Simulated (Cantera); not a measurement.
An adiabatic, constant-pressure homogeneous reactor starts with CH4 : C2H6 : O2 : N2 = 1 : 0.24 : 8.35 : 20.9 (molar parts), at 1575 K and 750 Torr.

Computed with Cantera and GRI-Mech 3.0 (53 species, 325 reactions).

x: mole fraction; the columns are a selection and need not sum to one.

```json
[
 {"t (s)": "2.00e-6", "T (K)": "1575", "x CH4": "0.0328", "x C2H6": "0.00784", "x O2": "0.274", "x H": "(withheld)", "x NO2": "<1e-12", "x N2O": "<1e-12"},
 {"t (s)": "5.35e-6", "T (K)": "1574", "x CH4": "0.0328", "x C2H6": "0.00778", "x O2": "0.274", "x H": "(withheld)", "x NO2": "<1e-12", "x N2O": "8.28e-12"},
 {"t (s)": "1.43e-5", "T (K)": "1573", "x CH4": "0.0327", "x C2H6": "0.00755", "x O2": "0.274", "x H": "(withheld)", "x NO2": "<1e-12", "x N2O": "1.52e-10"},
 {"t (s)": "3.82e-5", "T (K)": "1586", "x CH4": "0.0299", "x C2H6": "0.00523", "x O2": "0.270", "x H": "(withheld)", "x NO2": "1.85e-12", "x N2O": "3.57e-9"},
 {"t (s)": "0.000102", "T (K)": "2160", "x CH4": "<1e-12", "x C2H6": "<1e-12", "x O2": "0.172", "x H": "(withheld)", "x NO2": "5.63e-9", "x N2O": "4.37e-7"},
 {"t (s)": "0.000273", "T (K)": "2362", "x CH4": "<1e-12", "x C2H6": "<1e-12", "x O2": "0.174", "x H": "(withheld)", "x NO2": "9.54e-8", "x N2O": "6.48e-7"},
 {"t (s)": "0.000731", "T (K)": "2434", "x CH4": "<1e-12", "x C2H6": "<1e-12", "x O2": "0.176", "x H": "0.000600", "x NO2": "3.88e-7", "x N2O": "7.58e-7"},
 {"t (s)": "0.00196", "T (K)": "2437", "x CH4": "<1e-12", "x C2H6": "<1e-12", "x O2": "0.175", "x H": "0.000558", "x NO2": "1.03e-6", "x N2O": "7.59e-7"},
 {"t (s)": "0.00523", "T (K)": "2434", "x CH4": "<1e-12", "x C2H6": "<1e-12", "x O2": "0.174", "x H": "0.000547", "x NO2": "2.62e-6", "x N2O": "7.60e-7"},
 {"t (s)": "0.0140", "T (K)": "2428", "x CH4": "<1e-12", "x C2H6": "<1e-12", "x O2": "0.173", "x H": "0.000525", "x NO2": "6.12e-6", "x N2O": "7.69e-7"},
 {"t (s)": "0.0374", "T (K)": "2418", "x CH4": "<1e-12", "x C2H6": "<1e-12", "x O2": "0.170", "x H": "0.000492", "x NO2": "1.13e-5", "x N2O": "8.03e-7"},
 {"t (s)": "0.100", "T (K)": "2413", "x CH4": "<1e-12", "x C2H6": "<1e-12", "x O2": "0.168", "x H": "0.000476", "x NO2": "1.40e-5", "x N2O": "8.30e-7"}
]
```

Q: What belongs in the gaps?

A: 
- 2.00e-6, x H: 1.74e-7
- 5.35e-6, x H: 8.28e-7
- 1.43e-5, x H: 5.44e-6
- 3.82e-5, x H: 7.93e-5
- 0.000102, x H: 0.00595
- 0.000273, x H: 0.00164
